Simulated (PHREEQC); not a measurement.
## Brackish or sea water (model solution)

Synthetic water in mmol/kgw, 40 °C, pH 6.38, pe 1.8: Na 141; K 38.9; Ca 0.382; Mg 1.25; Cl 166; S(6) 7.72; Alkalinity (meq/kgw) 0.0212; F 0.3.

Cl is adjusted to close the charge balance.
Valence states are taken as typed.

The numbers come from PHREEQC with the ion-association model, phreeqc.dat.

This is a speciation only: nothing precipitates in the calculation.

Predict the activity of water.

activity of water 0.994.

In which forms is Mg present?

Mg+2 84 %, MgSO4 15 %, MgF+ 0.7 % of the Mg.

Species that the database lacks are ignored. Constants without temperature data keep their 25 °C values here.
